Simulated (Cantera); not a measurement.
**Metals in furnace atmospheres: Al + CO2 + N2**

Input: 1 mol Al, 0.24 mol CO2, 3.9 mol N2, at 57.0 Torr.

Method: chemical equilibrium by Gibbs-energy minimisation in Cantera with the NASA 1993 tables (ideal gas, pure condensed phases). Candidate condensed phases: Al, AlN, Al2O3, C; 32 gas species. Mutual solubility and eutectic melting of coexisting phases are not modelled. Rates play no part.

| T (°C) | log p N2 | log p CO | log p CO2 | log p Al | log p Al2O | n AlN(s) | n Al2O3(s) | n C(graphite) |
|---|---|---|---|---|---|---|---|---|
| 675 | -1.12 | -6.91 | <-13 | <-13 | <-13 | 0.680 | 0.160 | 0.240 |
| 725 | -1.12 | -6.26 | -12.75 | <-13 | <-13 | 0.680 | 0.160 | 0.240 |
| 775 | -1.12 | -5.68 | -12.02 | <-13 | <-13 | 0.680 | 0.160 | 0.240 |
| 825 | -1.12 | -5.15 | -11.35 | <-13 | <-13 | 0.680 | 0.160 | 0.240 |
| 875 | -1.12 | -4.67 | -10.74 | <-13 | <-13 | 0.681 | 0.160 | 0.239 |
| 925 | -1.12 | -4.23 | -10.18 | <-13 | <-13 | 0.682 | 0.159 | 0.237 |
| 975 | -1.12 | -3.83 | -9.67 | <-13 | <-13 | 0.685 | 0.158 | 0.233 |
| 1025 | -1.12 | -3.46 | -9.20 | -13.11 | <-13 | 0.691 | 0.155 | 0.224 |
| 1075 | -1.12 | -3.12 | -8.76 | -12.15 | <-13 | 0.704 | 0.148 | 0.204 |
| 1125 | -1.13 | -2.80 | -8.36 | -11.26 | <-13 | 0.730 | 0.135 | 0.165 |
| 1175 | -1.14 | -2.51 | -7.99 | -10.44 | -12.40 | 0.779 | 0.110 | 0.0908 |
| 1225 | -1.15 | -2.31 | -7.72 | -9.66 | -11.41 | 0.840 | 0.0800 | 0 |
| 1275 | -1.15 | -2.31 | -7.65 | -8.95 | -10.49 | 0.840 | 0.0800 | 0 |
| 1325 | -1.15 | -2.31 | -7.58 | -8.28 | -9.64 | 0.840 | 0.0800 | 0 |
log p: log10 of the partial pressure in bar; n: condensed amount in mol.

From 675 °C to 1175 °C the condensed part is AlN(s) + Al2O3(s) + C(graphite). From 1225 °C to 1325 °C the condensed part is AlN(s) + Al2O3(s).
